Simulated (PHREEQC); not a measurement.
PHREEQC input (ion-association model, wateq4f.dat):

```
SOLUTION_MASTER_SPECIES
  An  An-  0  An  62.0  # stands for a non-complexing anion
SOLUTION_SPECIES
  An- = An-
    -log_k 0
    -gamma 3.0 0
PHASES
  Fix_H+
    H+ = H+
    -log_k 0
SOLUTION 1
  temp 25
  units mmol/kgw
  pH 7 charge
  S(6) 0.0012
  Na 300.002
  B 0.04
  Cl 0.22
  Zn 0.11
  An 300
END
SELECTED_OUTPUT 1
  -reset false
  -pH true
  -pe true
  -ionic_strength true
  -water true
  -totals B Cl Na S Zn S(-2) S(6)
  -molalities Hfo_wOH Hfo_wOH2+ Hfo_wO- Hfo_sOH Hfo_sOH2+ Hfo_sO- Hfo_sOZn+ Hfo_wOZn+ Hfo_wSO4- Hfo_wOHSO4-2
    Hfo_wH2BO3
  -saturation_indices Zn(OH)2-e Zn4(OH)6SO4 Zn5(OH)8Cl2 Halite Mirabilite Goslarite
USER_PUNCH 1
  -headings sigma psi
  10 PUNCH EDL("sigma", "Hfo"), EDL("psi", "Hfo")
PRINT
  -reset false
USE solution 1
SURFACE 1
  Hfo_wOH 6.74157e-05 600 0.03
  Hfo_sOH 1.68539e-06
EQUILIBRIUM_PHASES 1
  Fix_H+ -3 HAn 10
    -force_equality true
  O2(g) -0.68 10
END
# ... the last block is repeated for the other 16 points of pH, with NaOH or the acid as the point needs
```

Selected output (columns that matter, 17 of 17 rows; pH added in front):

```
pH	mu	B	Na	S	Zn	m_Hfo_wOH	si_Zn(OH)2-e	si_Zn4(OH)6SO4	si_Zn5(OH)8Cl2	si_Halite	si_Mirabilite	si_Goslarite	sigma	psi
3	0.30164	4e-05	0.3	7.4081e-07	0.00011	4.4001e-07	-10.006	-35.296	-44.669	-6.0697	-7.1388	-9.4502	0.36306	0.12485
3.5	0.30077	4e-05	0.3	7.4582e-07	0.00011	1.3399e-06	-9.0053	-32.284	-40.667	-6.0695	-7.1279	-9.4391	0.3581	0.12423
4	0.30049	3.9999e-05	0.3	7.7566e-07	0.00011	3.7901e-06	-8.0052	-29.264	-36.666	-6.0695	-7.1083	-9.4194	0.34475	0.12233
4.5	0.3004	3.9998e-05	0.3	8.48e-07	0.00010998	9.204e-06	-7.0052	-26.224	-32.666	-6.0694	-7.0688	-9.38	0.31527	0.11783
5	0.30037	3.9997e-05	0.3	9.6538e-07	0.00010982	1.7927e-05	-6.0058	-23.17	-28.669	-6.0694	-7.0122	-9.324	0.26747	0.10959
5.5	0.30035	3.9995e-05	0.3	1.083e-06	0.00010913	2.8153e-05	-5.0086	-20.131	-24.683	-6.0694	-6.9622	-9.2768	0.21077	0.097776
6	0.30034	3.9993e-05	0.3	1.1558e-06	0.00010807	3.7383e-05	-4.013	-17.121	-20.705	-6.0694	-6.9339	-9.2529	0.15656	0.083384
6.5	0.30033	3.9992e-05	0.3	1.1857e-06	0.00010535	4.3361e-05	-3.0244	-14.155	-16.762	-6.0694	-6.9228	-9.2532	0.11293	0.068293
7	0.30031	3.9992e-05	0.30001	1.1938e-06	9.6281e-05	4.2171e-05	-2.0649	-11.314	-12.965	-6.0694	-6.9197	-9.2907	0.091273	0.059057
7.5	0.3003	3.9995e-05	0.30004	1.196e-06	8.414e-05	3.0331e-05	-1.1288	-8.5687	-9.284	-6.0694	-6.9188	-9.3537	0.09003	0.058483
8	0.30029	3.9997e-05	0.30007	1.1979e-06	7.518e-05	1.5744e-05	-0.2023	-5.8623	-5.652	-6.0693	-6.9179	-9.4265	0.090638	0.058765
8.5	0.30028	3.9999e-05	0.30012	1.1993e-06	7.1218e-05	7.1289e-06	0.6387	-3.4976	-2.4468	-6.0693	-6.9172	-9.5849	0.084128	0.055682
9	0.30027	4e-05	0.30021	1.1998e-06	7.2019e-05	4.3045e-06	1.1312	-2.5272	-0.9842	-6.0691	-6.9166	-10.092	0.060027	0.042839
9.5	0.3003	4e-05	0.30029	1.2e-06	7.4939e-05	3.7434e-06	1.2692	-2.9751	-1.2941	-6.069	-6.9163	-10.954	0.025651	0.019992
10	0.30041	4e-05	0.30041	1.2e-06	7.8009e-05	3.6352e-06	1.2961	-3.8674	-2.1595	-6.0688	-6.9161	-11.927	-0.0078629	-0.0062675
10.5	0.30074	4e-05	0.30074	1.2e-06	8.1482e-05	3.6594e-06	1.2801	-4.9318	-3.2396	-6.0684	-6.9155	-12.943	-0.044976	-0.033496
11	0.30177	4e-05	0.30178	1.2e-06	8.6403e-05	3.863e-06	1.1973	-6.2638	-4.6539	-6.0672	-6.9137	-14.027	-0.096641	-0.061376
```

Along this series the solution becomes supersaturated in solids that the run did not let form, among them Zn(OH)2-e. Species that the database lacks are ignored. The oxide is taken as insoluble; below pH 4 it would dissolve.
